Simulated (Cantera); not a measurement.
A freely propagating, adiabatic, planar premixed flame of 32.1 % H2, 17.8 % O2, 50.1 % N2, unburnt at 675 K and 10.0 bar; unity-Lewis-number transport, grid criteria slope 0.08 and curve 0.16, no radiation.

Model: the H2/O2 subset of GRI-Mech 3.0, which has no nitrogen chemistry, integrated in Cantera. The hydrogen kinetics of GRI-Mech 3.0 are dated; newer H2 mechanisms differ, most at raised pressure. Unity Lewis numbers drop preferential diffusion, which matters most where H2 and H carry the flame. Burning velocities carry a grid error of a few per cent, more on coarse grids.

x: mole fraction of selected species; z is measured from the peak of heat release.

```json
[
 {"z (mm)": "-0.0587", "T (K)": "675", "u (m/s)": "7.81", "x H2": "0.321", "x O2": "0.178", "x O": "<1e-8", "x HO2": "9.97e-8", "x H": "<1e-8", "x H2O2": "<1e-8"},
 {"z (mm)": "-0.0391", "T (K)": "675", "u (m/s)": "7.81", "x H2": "0.321", "x O2": "0.178", "x O": "<1e-8", "x HO2": "1.07e-6", "x H": "<1e-8", "x H2O2": "6.25e-8"},
 {"z (mm)": "-0.0293", "T (K)": "676", "u (m/s)": "7.81", "x H2": "0.321", "x O2": "0.178", "x O": "?", "x HO2": "?", "x H": "<1e-8", "x H2O2": "?"},
 {"z (mm)": "-0.0196", "T (K)": "682", "u (m/s)": "7.88", "x H2": "0.320", "x O2": "0.178", "x O": "5.33e-7", "x HO2": "4.47e-5", "x H": "2.91e-8", "x H2O2": "2.60e-6"},
 {"z (mm)": "-0.00978", "T (K)": "794", "u (m/s)": "9.11", "x H2": "0.308", "x O2": "0.171", "x O": "4.77e-5", "x HO2": "0.000720", "x H": "6.37e-5", "x H2O2": "3.66e-5"},
 {"z (mm)": "-0.00489", "T (K)": "1143", "u (m/s)": "12.8", "x H2": "0.262", "x O2": "0.149", "x O": "0.000793", "x HO2": "0.00114", "x H": "0.00375", "x H2O2": "6.99e-5"},
 {"z (mm)": "0", "T (K)": "1648", "u (m/s)": "17.8", "x H2": "0.160", "x O2": "0.100", "x O": "0.00536", "x HO2": "0.000578", "x H": "0.0255", "x H2O2": "1.46e-5"},
 {"z (mm)": "0.00489", "T (K)": "1987", "u (m/s)": "21.0", "x H2": "0.0817", "x O2": "0.0599", "x O": "0.0111", "x HO2": "0.000260", "x H": "0.0389", "x H2O2": "5.50e-6"},
 {"z (mm)": "0.00978", "T (K)": "?", "u (m/s)": "22.6", "x H2": "?", "x O2": "?", "x O": "?", "x HO2": "?", "x H": "?", "x H2O2": "?"},
 {"z (mm)": "0.0196", "T (K)": "2368", "u (m/s)": "24.2", "x H2": "0.0425", "x O2": "0.0348", "x O": "0.0105", "x HO2": "7.53e-5", "x H": "0.0225", "x H2O2": "2.95e-6"},
 {"z (mm)": "0.0391", "T (K)": "2546", "u (m/s)": "25.6", "x H2": "0.0328", "x O2": "0.0300", "x O": "0.00690", "x HO2": "4.07e-5", "x H": "0.0126", "x H2O2": "2.34e-6"},
 {"z (mm)": "0.0782", "T (K)": "2682", "u (m/s)": "26.7", "x H2": "0.0238", "x O2": "0.0264", "x O": "0.00426", "x HO2": "2.49e-5", "x H": "0.00663", "x H2O2": "2.06e-6"},
 {"z (mm)": "0.156", "T (K)": "2758", "u (m/s)": "27.3", "x H2": "0.0179", "x O2": "0.0242", "x O": "0.00298", "x HO2": "1.95e-5", "x H": "0.00400", "x H2O2": "2.04e-6"}
]
```

Task: Some entries are withheld; supply them.

Result: 
- -0.0293, x O: 2.54e-8
- -0.0293, x HO2: 5.67e-6
- -0.0293, x H2O2: 3.32e-7
- 0.00978, T (K): 2173
- 0.00978, x H2: 0.0555
- 0.00978, x O2: 0.0435
- 0.00978, x O: 0.0127
- 0.00978, x HO2: 0.000142
- 0.00978, x H: 0.0341
- 0.00978, x H2O2: 4.02e-6
